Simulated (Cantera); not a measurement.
Cantera run:

```python
import numpy as np
import cantera as ct

gas_names = [...]  # 47 gases of nasa_gas.yaml made of Cl, H, N, O, Si
cond_names = """
    H2O(s) H2O(L) NH4CL(a) NH4CL(b) Si(cr) Si(L) SiO2(Lqz) SiO2(hqz) SiO2(L) Si2N2O(s) Si3N4(a)
""".split()


# ... load() reads the species with a 1 bar reference pressure and builds the phases ...
atoms = {
    'SiH2Cl2': {'Si': 1, 'H': 2, 'CL': 2},
    'O3': {'O': 3},
    'N2': {'N': 2},
}
top_T = {'Si2N2O(s)': 2100, 'Si3N4(a)': 2400}  # K; cautious upper limits of use, not melting points


# ... equilibrate(T, P, feed) seeds the gas with the atoms and calls Mixture.equilibrate('TP', solver="vcs", rtol=1e-11, max_steps=5000) ...
results = []
feed = {'SiH2Cl2': 1, 'O3': 3.3, 'N2': 1}  # mol
T = 1575  # K
for P in [5, 21, 85, 350, 1400, 5900, 24000, 100000]:
    mix = equilibrate(T, P, feed)
    results.append((T, P, feed, dict(zip(mix.species_names, mix.species_moles))))

top = {s: max(r[3][s] / sum(r[3][g] for g in gas_names) for r in results) for s in gas_names}
cols = sorted((s for s in top if top[s] > 0.001), key=lambda s: -top[s])[:9]
seen = [c for c in cond_names if any(r[3].get(c, 0) > 1e-12 for r in results)]
print("log10 of partial pressures in bar; condensed amounts in mol")
print(f"{'P/Pa':>10s}" + "".join(f"{s[:9]:>10s}" for s in cols + seen))
for T, P, feed, n in results:
    ng = sum(n[g] for g in gas_names)
    print(f"{P:10.4g}" + "".join(f"{np.log10(max(n[s] / ng * P / 1e5, 1e-99)):10.3f}" for s in cols)
          + "".join(f"{n.get(c, 0):10.4g}" for c in seen))
```

Output:

```
log10 of partial pressures in bar; condensed amounts in mol
      P/Pa        O2       HCL        N2        CL       H2O       CL2        OH        NO         O SiO2(hqz)
         5    -4.582    -5.072    -5.157    -5.260    -5.568    -8.472    -7.097    -7.240    -7.262         1
        21    -3.953    -4.404    -4.532    -4.711    -5.016    -7.374    -6.663    -6.612    -6.947         1
        85    -3.341    -3.761    -3.923    -4.183    -4.481    -6.317    -6.243    -6.002    -6.641         1
       350    -2.722    -3.119    -3.306    -3.657    -3.939    -5.265    -5.817    -5.384    -6.331         1
      1400    -2.116    -2.498    -2.702    -3.156    -3.396    -4.264    -5.394    -4.779    -6.028         1
      5900    -1.488    -1.864    -2.075    -2.665    -2.795    -3.282    -4.937    -4.151    -5.714         1
   2.4e+04    -0.876    -1.258    -1.463    -2.225    -2.158    -2.401    -4.465    -3.539    -5.408         1
     1e+05    -0.255    -0.654    -0.840    -1.813    -1.465    -1.576    -3.963    -2.917    -5.098         1
```

These are equilibrium values from Cantera (NASA tables, ideal gas, pure condensed phases), not measurements of a reactor. The tables hold silica as quartz up to 1696 K and as liquid above; real silica turns to tridymite and cristobalite and melts near 1996 K. Gases not in the tables: Si(OH)4.
